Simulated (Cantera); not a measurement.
A Cantera script and what it prints.

```python
import numpy as np
import cantera as ct

gas_names = """
    B BH BH2 BH3 BN BO BO2 B2 B2O B2O2 B2O3 B3O3H3 H HBO HBO2 HNO HNO2 HNO3 HO2 H2 H2O H2O2 H3B3O6 N NH
    NH2 NH3 NH2OH NO NO2 NO3 N2 N2H2 N2H4 N2O O OH O2 O3
""".split()
cond_names = """
    B(b) B(L) BN(s) B2O3(L) B3O3H3(cr) H2O(s) H2O(L)
""".split()


# ... load() reads the species with a 1 bar reference pressure and builds the phases ...
atoms = {
    'B2O3': {'B': 2, 'O': 3},
    'H2O': {'H': 2, 'O': 1},
    'N2': {'N': 2},
}
top_T = {'BN(s)': 3200}  # K; cautious upper limits of use, not melting points


# ... equilibrate(T, P, feed) seeds the gas with the atoms and calls Mixture.equilibrate('TP', solver="vcs", rtol=1e-11, max_steps=5000) ...
results = []
feed = {'B2O3': 1, 'H2O': 0.44, 'N2': 13}  # mol
P = 130  # Pa
for T in [1273, 1373, 1473, 1573, 1673, 1773, 1873, 1973, 2073, 2173, 2273, 2373, 2473]:
    mix = equilibrate(T, P, feed)
    results.append((T, P, feed, dict(zip(mix.species_names, mix.species_moles))))

top = {s: max(r[3][s] / sum(r[3][g] for g in gas_names) for r in results) for s in gas_names}
cols = sorted((s for s in top if top[s] > 1e-06), key=lambda s: -top[s])[:5]
seen = [c for c in cond_names if any(r[3].get(c, 0) > 1e-12 for r in results)]
print("log10 of partial pressures in bar; condensed amounts in mol")
print(f"{'T/K':>10s}" + "".join(f"{s[:9]:>10s}" for s in cols + seen))
for T, P, feed, n in results:
    ng = sum(n[g] for g in gas_names)
    print(f"{T:10.4g}" + "".join(f"{np.log10(max(n[s] / ng * P / 1e5, 1e-99)):10.3f}" for s in cols)
          + "".join(f"{n.get(c, 0):10.4g}" for c in seen))
```

It prints:

```
log10 of partial pressures in bar; condensed amounts in mol
       T/K        N2        BO      HBO2      B2O3         H   B2O3(L)
      1273    -2.903   -12.827    -4.879    -7.062    -9.988    0.9305
      1373    -2.907   -11.097    -4.458    -5.902    -9.115    0.8041
      1473    -2.915    -9.539    -4.213    -4.908    -8.406    0.5398
      1573    -2.932    -8.227    -4.151    -4.263    -7.761         0
      1673    -2.932    -7.509    -4.164    -4.257    -7.133         0
      1773    -2.932    -6.875    -4.179    -4.252    -6.581         0
      1873    -2.933    -6.313    -4.200    -4.248    -6.096         0
      1973    -2.934    -5.813    -4.230    -4.248    -5.672         0
      2073    -2.936    -5.371    -4.274    -4.258    -5.303         0
      2173    -2.940    -4.980    -4.341    -4.286    -4.987         0
      2273    -2.947    -4.642    -4.447    -4.348    -4.723         0
      2373    -2.958    -4.360    -4.615    -4.469    -4.513         0
      2473    -2.972    -4.140    -4.877    -4.688    -4.360         0
```

These are equilibrium values from Cantera (NASA tables, ideal gas, pure condensed phases), not measurements of a reactor.
